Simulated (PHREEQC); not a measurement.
Solution (50 °C): 25 mmol/kgw NaOH and 0.045 mmol/kgw Na2CO3. Closed to the air; pH follows from the charge balance.

Equilibrium calculation in PHREEQC: ion-association model, wateq4f.dat.

### Question
The ionic strength comes out as 0.0251 mol/kgw. What activity coefficients do NaCO3-, Na+, CO3-2, OH- get?

### Answer
NaCO3- 0.86, Na+ 0.86, CO3-2 0.54, OH- 0.85.

Precipitation was switched off in this run. Constants without temperature data keep their 25 °C values here.
